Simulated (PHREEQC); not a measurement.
# Buffer: an equilibrium model

A solution holds 0.005 mol HF, 4e-05 mol Na2SO4 and 0.011 mol NaCl per kg of water, at 25 °C. Closed to the air; pH follows from the charge balance.

The numbers come from PHREEQC with the ion-association model, wateq4f.dat.

No solid was allowed to form.

Task: What pH does the model give?

Result: pH 2.82.

Task: In which forms is S present?

Result: SO4-2 88 %, HSO4- 9.2 %, NaSO4- 3.1 % of the S.
